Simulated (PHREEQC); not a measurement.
Make-up at 25 °C: 0.0013 mol/kgw NaOH, 0.00013 mol/kgw H3BO3 and 0.0004 mol/kgw K2CO3. Closed to the air; pH follows from the charge balance.

All values are PHREEQC results (Pitzer model, pitzer.dat), not measurements.

This is a speciation only: nothing precipitates in the calculation.

### Question
What pH does the model give?

### Answer
pH 11.06.

### Question
In which forms is C present?

### Answer
CO3-2 86 %, HCO3- 14 % of the C.

Species that the database lacks are ignored.
